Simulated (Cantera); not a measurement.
## Equilibrium for aluminium nitride and oxide growth: Al + NH₃ + H₂

Charge: 1 mol Al, 8.4 mol NH₃, 2.8 mol H₂, equilibrated at 773.15 K and 50.0 mbar.

These are equilibrium values from Cantera (NASA tables, ideal gas, pure condensed phases), not measurements of a reactor. Candidate condensed phases: Al, AlN; 13 gas species. Rates play no part.

```yaml
x(H₂): 0.806
x(N₂): 0.194
x(NH₃): 6.30e-5
n(AlN(s)): 1.00 mol
gas_amount: 19.10 mol
log10 activity of Al(s) (absent): -14.98
```
